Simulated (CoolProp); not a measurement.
A single-stage vapour-compression cycle with CH3F (R41): evaporating at 270.15 K (dew point), condensing at 302.15 K (bubble point), superheat 5 K, subcooling 0 K, compressor efficiency 0.8, no pressure losses. Each further row changes one setting.

Computed with CoolProp (reference Helmholtz-energy equation of state, Lemmon 2006). It is a short technical equation, of lower accuracy than the large ones.

```
case                              cooling COP  pressure ratio  discharge temperature (K)  refrigerating effect (kJ/kg)  volumetric capacity (kJ/m³)
--------------------------------  -----------  --------------  -------------------------  ----------------------------  ---------------------------
as stated                                4.69            2.23                      338.5                           259                         9560
evaporating temperature 275.15 K         5.77            1.95                      332.6                           257                        11000
condensing temperature 297.15 K          5.92            1.99                      328.6                           276                        10200
subcooling 5 K                           5.03            2.23                      338.5                           278                        10300
superheat 15 K                           4.62            2.23                      351.2                           277                         9430
compressor efficiency 0.7                4.11            2.23                      342.6                           259                         9560
```
